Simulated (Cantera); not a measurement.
Charge: 1 mol Cu2O, 140 mol H2, 1.3 mol H2O, equilibrated at 775 K and 0.0490 bar.

These are equilibrium values from Cantera (NASA tables, ideal gas, pure condensed phases), not measurements of a reactor. Candidate condensed phases: Cu, CuO, Cu(OH)2, Cu2O, H2O; 12 gas species. Rates play no part.

Base state: H2 0.984, H2O 0.0163 (mole fractions); condensed: Cu(s).

What changes in the equilibrium state with this change: temperature from 775 K to 1848 K?


```tsv
species	before	after
H2	0.984	0.968
H2O	0.0163	0.0160
Cu	<1e-9	0.0139
H	<1e-9	0.00236
Cu2	<1e-9	2.39e-5
Cu(s), mol	2.00	0
```
